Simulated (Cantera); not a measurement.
A closed system holds: 1 mol TEOS, 11 mol CO2, 3.6 mol NO, equilibrated at 82000 Pa.

Method: chemical equilibrium by Gibbs-energy minimisation in Cantera with the NASA 1993 tables (ideal gas, pure condensed phases). Candidate condensed phases: C, C6H6, C7H8, C8H18, H2O, Si, SiC, SiO2, Si2N2O, Si3N4; 151 gas species. The feed counts by its element totals alone. The tables hold silica as quartz up to 1696 K and as liquid above; real silica turns to tridymite and cristobalite and melts near 1996 K. Gases not in the tables: Si(OH)4. Rates play no part.

Question: Which condensed phases are stable at each of these points (T (°C)): 725, 825, 925, 1025, 1125, 1225, 1325, 1425, 1525, 1625, 1725?

Answer: 
```tsv
T (°C)	condensed phases	Si condensed (%)
725	SiO2(β-quartz)	100.0
825	SiO2(β-quartz)	100.0
925	SiO2(β-quartz)	100.0
1025	SiO2(β-quartz)	100.0
1125	SiO2(β-quartz)	100.0
1225	SiO2(β-quartz)	100.0
1325	SiO2(β-quartz)	100.0
1425	SiO2(condensed)	100.0
1525	SiO2(condensed)	100.0
1625	SiO2(condensed)	99.9
1725	SiO2(l)	99.7
```

From 725 °C to 1325 °C the condensed part is SiO2(β-quartz). From 1425 °C to 1625 °C the condensed part is SiO2(condensed). At 1725 °C the condensed part is SiO2(l).
